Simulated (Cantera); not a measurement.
An isothermal, constant-pressure homogeneous reactor starts with CH2O : O2 : N2 = 0.017 : 0.018 : 1 (molar parts), equivalence ratio 0.94, at 1475 K and 3.00 bar.

Cantera simulation using GRI-Mech 3.0 (53 species, 325 reactions); the numbers are that mechanism's predictions, not measurements.

x: mole fraction; the columns are a selection and need not sum to one.

| t (s) | x CH2O | x O2 | x C2H | x CH3 | x O | x N2O | x HCO |
|---|---|---|---|---|---|---|---|
| 4.00e-5 | 0.0118 | 0.0161 | <1e-12 | 1.69e-8 | 2.05e-6 | 6.72e-9 | 2.44e-5 |
| 0.000132 | 8.73e-10 | ___ | <1e-12 | 5.34e-12 | ___ | ___ | ___ |
| 0.000435 | 1.03e-10 | 0.00347 | <1e-12 | <1e-12 | 0.000338 | 3.27e-7 | 1.25e-8 |
| 0.00143 | 5.78e-12 | 0.00177 | <1e-12 | <1e-12 | 6.94e-5 | 3.27e-7 | 8.99e-10 |
| 0.00473 | <1e-12 | ___ | <1e-12 | <1e-12 | ___ | 3.75e-7 | 4.19e-11 |
| 0.0156 | <1e-12 | 0.00101 | <1e-12 | <1e-12 | 3.14e-6 | 3.82e-7 | 1.14e-12 |
| 0.0514 | <1e-12 | 0.000969 | <1e-12 | <1e-12 | 6.27e-7 | 1.74e-7 | <1e-12 |
| 0.169 | <1e-12 | 0.000962 | <1e-12 | <1e-12 | 1.40e-7 | 2.97e-8 | <1e-12 |
| 0.558 | <1e-12 | 0.000962 | <1e-12 | <1e-12 | 5.71e-8 | 1.08e-8 | <1e-12 |
| 1.84 | <1e-12 | 0.000962 | <1e-12 | <1e-12 | 5.17e-8 | 9.64e-9 | <1e-12 |
| 6.07 | <1e-12 | 0.000962 | <1e-12 | <1e-12 | 5.17e-8 | 9.64e-9 | <1e-12 |
| 20.0 | <1e-12 | 0.000962 | <1e-12 | <1e-12 | 5.17e-8 | 9.64e-9 | <1e-12 |

### Question
Some entries are withheld; supply them.

### Answer

- 0.000132, x O2: 0.00793
- 0.000132, x O: 0.00153
- 0.000132, x N2O: 2.49e-7
- 0.000132, x HCO: 9.60e-8
- 0.00473, x O2: 0.00119
- 0.00473, x O: 1.49e-5
